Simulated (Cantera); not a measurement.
What does this Cantera script print?

```python
import numpy as np
import cantera as ct

gas_names = """
    Br Br2 H HBr H2 Si SiBr SiBr2 SiBr3 SiBr4 SiH SiHBr3 SiH2 SiH2Br2 SiH3 SiH3Br SiH4 Si2 Si3
""".split()
cond_names = """
    Br2(cr) Br2(L) Si(cr) Si(L)
""".split()


# ... load() reads the species with a 1 bar reference pressure and builds the phases ...
atoms = {
    'Si': {'Si': 1},
    'HBr': {'H': 1, 'Br': 1},
    'H2': {'H': 2},
}
top_T = {}  # K; cautious upper limits of use, not melting points


# ... equilibrate(T, P, feed) seeds the gas with the atoms and calls Mixture.equilibrate('TP', solver="vcs", rtol=1e-11, max_steps=5000) ...
results = []
feed = {'Si': 1, 'HBr': 18, 'H2': 0.69}  # mol
T = 1223.15  # K
P = 3.5  # Pa
mix = equilibrate(T, P, feed)
results.append((T, P, feed, dict(zip(mix.species_names, mix.species_moles))))
print(gas.report(threshold=0.001))
for i in range(1, mix.n_phases):
    print(f"{mix.phase(i).name:16s} {mix.phase_moles(i):12.5e} mol")
```

It prints:

```
       temperature   1223.2 K
          pressure   3.5 Pa
           density   2.6988e-05 kg/m^3
  mean mol. weight   78.419 kg/kmol
   phase of matter   gas

                          1 kg             1 kmol
                     ---------------   ---------------
          enthalpy            4606.6        3.6124e+05  J
   internal energy       -1.2508e+05       -9.8086e+06  J
           entropy            4236.2         3.322e+05  J/K
    Gibbs function       -5.1769e+06       -4.0597e+08  J
 heat capacity c_p            438.62             34396  J/K
 heat capacity c_v            332.59             26082  J/K

                      mass frac. Y      mole frac. X     chem. pot. / RT
                     ---------------   ---------------   ---------------
                Br          0.043115          0.042313           -25.118
               HBr             0.812           0.78698           -40.332
                H2         0.0030306           0.11789           -30.427
             SiBr2           0.10578          0.044149           -59.653
             SiBr3         0.0074101         0.0021699           -84.771
             SiBr4          0.028545         0.0064379           -109.89
     [  +13 minor]        0.00011451        6.1462e-05

Br2(L)            0.00000e+00 mol
Si(cr)            0.00000e+00 mol
```

Cantera equilibrium calculation (NASA polynomials, part measured and part estimated; ideal gas, pure solids and liquids). The tables' values for SiBr3 are old estimates; treat these amounts as uncertain.
